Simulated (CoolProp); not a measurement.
Oxygen at 293.15 K and 0.273 MPa flows at 0.27 m/s in a round tube of 6 mm bore and 1.5 µm roughness, fully developed (64/Re and Nu = 3.66 if laminar; Colebrook and Gnielinski if turbulent). Each further row changes one setting.

The numbers come from the reference Helmholtz-energy equation of state, Schmidt 1985 in CoolProp.

```csv
case,Reynolds number,Darcy friction factor,pressure drop (Pa/m),heat-transfer coefficient (W/(m² K)),mass flow (kg/h)
as stated,…,…,4.87,15.9,…
velocity 0.54 m/s,573,0.112,9.75,15.9,…
diameter 12 mm,573,0.112,…,…,…
```

**Question.** Some entries are withheld; supply them.

**Answer.** 
- as stated, Reynolds number: 286
- as stated, Darcy friction factor: 0.223
- as stated, mass flow (kg/h): 0.0987
- velocity 0.54 m/s, mass flow (kg/h): 0.197
- diameter 12 mm, pressure drop (Pa/m): 1.22
- diameter 12 mm, heat-transfer coefficient (W/(m² K)): 7.94
- diameter 12 mm, mass flow (kg/h): 0.395

Viscosity comes from a separate model (Lemmon 2004). Thermal conductivity comes from a separate model (Lemmon 2004).
